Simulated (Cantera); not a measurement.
# Fe2O3 + CO (carbothermic reduction)

Feed: 1 mol Fe2O3, 13 mol CO, at 3900 Torr.

Equilibrium computed with Cantera from the NASA thermochemical tables; the gas is ideal and each condensed phase is pure. Candidate condensed phases: C, Fe, Fe(CO)5, FeO, Fe2O3, Fe3O4; 15 gas species. Mutual solubility and eutectic melting of coexisting phases are not modelled. The tables' stoichiometric FeO is somewhat more stable than real wüstite, so its field is too wide. FeO: taken at fixed stoichiometry. Condensed phases not in the tables: cementite and carbon dissolved in iron. Equilibrium is a limit: real reactors are often held back by kinetics, nucleation or transport.

From 1073 K to 1123 K the condensed part is C(graphite) + FeO(s). From 1148 K to 1173 K the condensed part is Fe(α) + FeO(s). From 1198 K to 1373 K the condensed part is Fe(γ) + FeO(s).

```tsv
T (K)	x CO	x CO2	x Fe	n C(graphite)	n FeO(s)	n Fe(α)	n Fe(γ)
1073	0.671	0.329	<1e-12	2.47	2.00	0	0
1098	0.740	0.260	<1e-12	1.89	2.00	0	0
1123	0.799	0.201	<1e-12	1.34	2.00	0	0
1148	0.825	0.175	1.53e-12	0	0.726	1.27	0
1173	0.829	0.171	3.77e-12	0	0.772	1.23	0
1198	0.832	0.168	8.92e-12	0	0.814	0	1.19
1223	0.835	0.165	2.03e-11	0	0.853	0	1.15
1248	0.838	0.162	4.48e-11	0	0.890	0	1.11
1273	0.840	0.160	9.57e-11	0	0.925	0	1.07
1298	0.843	0.157	1.98e-10	0	0.959	0	1.04
1323	0.846	0.154	4.00e-10	0	0.992	0	1.01
1348	0.848	0.152	7.84e-10	0	1.02	0	0.977
1373	0.850	0.150	1.50e-9	0	1.05	0	0.947
```
x: gas mole fraction; n: condensed amount in mol.
